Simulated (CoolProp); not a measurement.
Vapour pressure (bar) of methanol: the reference equation beside estimates from Tc = 513.4 K, pc = 82.16 bar, ω = 0.565.

Computed with CoolProp (reference Helmholtz-energy equation of state, de Reuck 1993).

| T (K) | reference | Lee-Kesler | van der Waals | Redlich-Kwong | Soave-Redlich-Kwong |
|---|---|---|---|---|---|
| 367.2 | 2.923 | 2.933 | 18.37 | 8.596 | 2.936 |
| 376.6 | 3.939 | 3.984 | 20.83 | 10.54 | 3.993 |
| 386 | 5.222 | 5.311 | 23.49 | 12.78 | 5.331 |
| 395.4 | 6.823 | 6.961 | 26.36 | 15.33 | 7.001 |
| 404.8 | 8.793 | 8.983 | 29.45 | 18.21 | 9.055 |
| 414.2 | 11.19 | 11.43 | 32.75 | 21.45 | 11.55 |
| 423.5 | 14.05 | 14.33 | 36.24 | 25.03 | 14.51 |
| 432.9 | 17.50 | 17.80 | 40.00 | 29.04 | 18.07 |
| 442.3 | 21.57 | 21.88 | 43.99 | 33.47 | 22.25 |
| 451.7 | 26.35 | 26.64 | 48.22 | 38.33 | 27.14 |
| 461.1 | 31.91 | 32.17 | 52.69 | 43.63 | 32.80 |
| 470.5 | 38.30 | 38.56 | 57.41 | 49.41 | 39.32 |
| 479.8 | 45.55 | 45.84 | 62.33 | 55.60 | 46.68 |
| 489.2 | 53.96 | 54.28 | 67.55 | 62.36 | 55.13 |

Absolute difference from the reference over all 14 rows, mean and median: Lee-Kesler 1.3 and 1.3 %, van der Waals 190.8 and 143.3 %, Redlich-Kwong 84.1 and 72.0 %, Soave-Redlich-Kwong 2.5 and 2.7 %.
